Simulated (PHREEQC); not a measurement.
Consider water at 25 °C with 0.0025 mol CaSO4 per kg of water. Closed to the air; pH follows from the charge balance.

Model: ion-association model, phreeqc.dat, run in PHREEQC.

Each row changes one thing in this solution. Precipitation was switched off in this run.

```tsv
case	pH	ionic strength (mol/kgw)
as made	7.02	0.00849
CaSO4 replaced by Li2SO4 at the same molality	7.03	0.00743
CaSO4 replaced by CaCl2 at the same molality	6.99	0.00750
0.00012 mol/kgw H2S added	5.46	0.00849
0.00074 mol/kgw H3PO4 added	3.25	0.00904
0.0013 mol/kgw KF added	7.21	0.00982
CaSO4 from 0.0025 to 0.005 mol/kgw	7.03	0.0158
```

Complexes and solids missing from the database can't appear. Some of these states are supersaturated (in Fluorite, for instance).
